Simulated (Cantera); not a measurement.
## Diamond growth

A diamond (100) surface in a fixed gas of H2 with x(CH4) = 0.026, x(H) = 0.0045, x(CH3) = 0.00053, at 1250 K; coverages are run to steady state.

Detailed kinetics in Cantera: the Harris–Goodwin 1993 mechanism for the reconstructed diamond (100) surface.

```tsv
P (Pa)	growth (µm/h)	θ c6HH	θ c6H*	θ c6*H	θ c6**	θ c6HM
1300	0.918	0.413	0.0435	0.506	0.0345	0.000864
2200	1.86	0.412	0.0434	0.506	0.0345	0.00143
3700	3.90	0.412	0.0434	0.505	0.0344	0.00232
6100	8.24	0.411	0.0433	0.504	0.0343	0.00360
10000	17.7	0.410	0.0432	0.502	0.0342	0.00539
17000	39.9	0.408	0.0431	0.500	0.0341	0.00791
28000	84.0	0.406	0.0429	0.497	0.0339	0.0107
47000	174	0.404	0.0429	0.494	0.0338	0.0138
```
θ: site fractions in the mechanism's names (c6HH fully hydrogenated, c6H* and c6*H radical sites, c6** diradical, c6HM methylated).
